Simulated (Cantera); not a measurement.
A perfectly stirred reactor is fed with NO : N₂ = 1 : 1.5 (molar parts), at 0.336 atm; it is held at 2175 K, and followed from long to short residence time.

Cantera simulation using GRI-Mech 3.0 (53 species, 325 reactions); the numbers are that mechanism's predictions, not measurements.

What does this change do: pressure from 0.336 atm to 0.0178 atm?


```tsv
quantity	before	after
x(NO) at τ = 8.00 s	0.0290	0.0715
x(N₂) at τ = 8.00 s	0.785	0.762
x(O₂) at τ = 8.00 s	0.184	0.160
x(N₂O) at τ = 8.00 s	6.46e-7	1.20e-6
x(O) at τ = 8.00 s	0.00171	0.00679
x(NO) at τ = 57.0 ms	0.351	0.396
x(N₂) at τ = 57.0 ms	0.624	0.601
x(O₂) at τ = 57.0 ms	0.0239	0.00125
x(N₂O) at τ = 57.0 ms	5.67e-5	6.28e-5
x(O) at τ = 57.0 ms	0.000726	0.000869
```
Radical loss at walls, strong at low pressure, is not modelled.

What does this change do: 0.0086 parts H2O added?


| quantity | before | after |
|---|---|---|
| x(NO) at τ = 8.00 s | 0.0290 | 0.0287 |
| x(N₂) at τ = 8.00 s | 0.785 | 0.782 |
| x(O₂) at τ = 8.00 s | 0.184 | 0.184 |
| x(N₂O) at τ = 8.00 s | 6.46e-7 | 6.19e-7 |
| x(O) at τ = 8.00 s | 0.00171 | 0.00170 |
| x(NO) at τ = 57.0 ms | 0.351 | 0.347 |
| x(N₂) at τ = 57.0 ms | 0.624 | 0.623 |
| x(O₂) at τ = 57.0 ms | 0.0239 | 0.0251 |
| x(N₂O) at τ = 57.0 ms | 5.67e-5 | 4.66e-5 |
| x(O) at τ = 57.0 ms | 0.000726 | 0.000674 |
